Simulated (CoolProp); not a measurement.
Vapour-liquid equilibrium of carbon dioxide (1) + carbonyl sulfide (2) at 1710 kPa; x and y are mole fractions of (1).

The numbers come from the multi-fluid Helmholtz-energy mixture model, Span 1996 and Lemmon 2006; pair parameters Bell 2016 in CoolProp.

| x | bubble temperature (K) | y at the bubble point | dew temperature at overall composition x (K) | liquid density (mol/L) |
|---|---|---|---|---|
| 0.05 | 300.2 | 0.210 | 308.0 | 16.47 |
| 0.125 | 288.5 | 0.428 | 304.4 | 17.23 |
| 0.2 | 280.0 | 0.564 | 300.7 | 17.87 |
| 0.275 | 273.7 | 0.655 | 296.9 | ___ |
| 0.35 | 268.9 | 0.718 | 292.9 | 18.94 |
| 0.425 | 265.1 | 0.766 | 288.6 | 19.43 |
| 0.5 | 262.1 | 0.804 | 284.1 | 19.92 |
| 0.575 | 259.5 | 0.836 | ___ | 20.42 |
| 0.65 | 257.2 | 0.865 | 274.0 | 20.93 |
| 0.725 | 255.2 | 0.893 | 268.4 | 21.48 |
| 0.8 | 253.3 | 0.920 | 262.4 | 22.06 |
| 0.875 | 251.5 | 0.948 | 256.5 | ___ |
| 0.95 | 249.8 | 0.978 | 251.4 | 23.40 |

Question: What belongs in the gaps?

Answer: 
- 0.275, liquid density (mol/L): 18.43
- 0.575, dew temperature at overall composition x (K): 279.2
- 0.875, liquid density (mol/L): 22.70

No azeotrope shows between x = 0.05 and 0.95.

Pair parameters are fitted to limited data, so mixtures are less certain than the pure fluids.
